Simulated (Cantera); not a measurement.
Feed: 1 mol SiH2Cl2, 11 mol NH3, 38 mol N2, equilibrated at 1973.15 K and 13300 Pa.

Equilibrium computed with Cantera from the NASA thermochemical tables; the gas is ideal and each condensed phase is pure. The tables' values for SiCl, SiN, SiCl3 are old estimates; treat these amounts as uncertain. Gases not in the tables: Si2H6 and higher silanes. Kinetics and transport are ignored.

```json
[
 {"species": "N2", "before": "0.701", "after": "0.698"},
 {"species": "H2", "before": "0.270", "after": "0.269"},
 {"species": "HCl", "before": "0.0226", "after": "0.0323"},
 {"species": "SiCl2", "before": "0.00467", "after": "0.000151"},
 {"species": "Si", "before": "0.000237", "after": "2.80e-9"},
 {"species": "Si2N", "before": "2.71e-5", "after": "<1e-9"},
 {"species": "SiH", "before": "3.25e-5", "after": "1.40e-9"},
 {"species": "SiN", "before": "2.01e-5", "after": "<1e-9"},
 {"species": "SiCl", "before": "0.000128", "after": "3.12e-8"},
 {"species": "SiH2", "before": "2.45e-5", "after": "8.61e-9"},
 {"species": "Si(l), mol", "before": "0.678", "after": "0"},
 {"species": "Si3N4(s), mol", "before": "0", "after": "0.330"}
]
```
Gas species are given as mole fractions.

What was changed between the two runs?
(A) NH3 from 11 to 34 mol
(B) pressure from 13300 Pa to 100000 Pa
(C) temperature from 1973.15 K to 1548 K
(D) NH3 from 11 to 26 mol

C, temperature from 1973.15 K to 1548 K
